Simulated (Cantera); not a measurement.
What does this Cantera script print?

```python
import numpy as np
import cantera as ct

gas_names = """
    H HNO HNO2 HNO3 HO2 H2 H2O H2O2 N NH NH2 NH3 NH2OH NO NO2 NO3 N2 N2H2 N2H4 N2O O OH O2 O3 Si SiH
    SiH2 SiH3 SiH4 SiN SiO SiO2 Si2 Si2N Si3
""".split()
cond_names = """
    H2O(s) H2O(L) Si(cr) Si(L) SiO2(Lqz) SiO2(hqz) SiO2(L) Si2N2O(s) Si3N4(a)
""".split()


# ... load() reads the species with a 1 bar reference pressure and builds the phases ...
atoms = {
    'Si3N4': {'Si': 3, 'N': 4},
    'H2O': {'H': 2, 'O': 1},
    'H2': {'H': 2},
}
top_T = {'Si2N2O(s)': 2100, 'Si3N4(a)': 2400}  # K; cautious upper limits of use, not melting points


# ... equilibrate(T, P, feed) seeds the gas with the atoms and calls Mixture.equilibrate('TP', solver="vcs", rtol=1e-11, max_steps=5000) ...
results = []
feed = {'Si3N4': 1, 'H2O': 2.6, 'H2': 75}  # mol
P = 13000  # Pa
for T in [1498, 1548, 1598, 1648, 1698, 1748, 1798, 1848, 1898, 1948, 1998, 2048, 2098, 2148]:
    mix = equilibrate(T, P, feed)
    results.append((T, P, feed, dict(zip(mix.species_names, mix.species_moles))))

top = {s: max(r[3][s] / sum(r[3][g] for g in gas_names) for r in results) for s in gas_names}
cols = sorted((s for s in top if top[s] > 0.001), key=lambda s: -top[s])[:7]
seen = [c for c in cond_names if any(r[3].get(c, 0) > 1e-12 for r in results)]
print("log10 of partial pressures in bar; condensed amounts in mol")
print(f"{'T/K':>10s}" + "".join(f"{s[:9]:>10s}" for s in cols + seen))
for T, P, feed, n in results:
    ng = sum(n[g] for g in gas_names)
    print(f"{T:10.4g}" + "".join(f"{np.log10(max(n[s] / ng * P / 1e5, 1e-99)):10.3f}" for s in cols)
          + "".join(f"{n.get(c, 0):10.4g}" for c in seen))
```

Output:

```
log10 of partial pressures in bar; condensed amounts in mol
       T/K        H2       SiO        N2         H        Si     Si(L) SiO2(hqz)   SiO2(L) Si2N2O(s)
      1498    -0.891    -4.729    -2.842    -5.210   -10.853         0    0.7251         0     1.132
      1548    -0.891    -4.166    -2.838    -4.957    -9.994         0    0.7146         0     1.122
      1598    -0.892    -3.643    -2.823    -4.720    -9.196         0    0.6819         0      1.09
      1648    -0.894    -3.162    -2.782    -4.497    -8.465         0    0.5874         0    0.9967
      1698    -0.900    -2.727    -2.693    -4.290    -7.812         0         0     0.341    0.7519
      1748    -0.907    -2.457    -2.594    -4.095    -7.072         0         0         0    0.4067
      1798    -0.907    -2.455    -2.593    -3.907    -6.031         0         0         0    0.3996
      1848    -0.912    -2.387    -2.501    -3.731    -5.203    0.3861         0         0  0.005176
      1898    -0.912    -2.387    -2.500    -3.563    -4.911    0.3849         0         0         0
      1948    -0.913    -2.387    -2.501    -3.403    -4.634    0.3742         0         0         0
      1998    -0.913    -2.387    -2.501    -3.251    -4.371    0.3565         0         0         0
      2048    -0.914    -2.388    -2.502    -3.107    -4.122    0.3277         0         0         0
      2098    -0.915    -2.388    -2.502    -2.970    -3.884    0.2813         0         0         0
      2148    -0.917    -2.389    -2.503    -2.839    -3.658     0.208         0         0         0
```

These are equilibrium values from Cantera (NASA tables, ideal gas, pure condensed phases), not measurements of a reactor. Mutual solubility and eutectic melting of coexisting phases are not modelled. The tables' values for SiN are old estimates; treat these amounts as uncertain. The tables hold silica as quartz up to 1696 K and as liquid above; real silica turns to tridymite and cristobalite and melts near 1996 K. Gases not in the tables: Si2H6 and higher silanes.
